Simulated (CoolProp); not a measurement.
A Linde-Hampson liquefier for nitrogen: isothermal reversible compression at 200 K from 1 atm to 5 MPa, throttling to 1 atm, return gas leaving the recuperator 5 K below the feed. Each further row changes one setting.

Computed with CoolProp (reference Helmholtz-energy equation of state, Span 2000).

```tsv
case	liquid yield per pass	compression work (kJ/kg of gas)
as stated	0.060	225
high pressure 10 MPa	0.134	261
warm-end temperature 230 K	0.037	262
warm-end gap 10 K	0.045	225
```
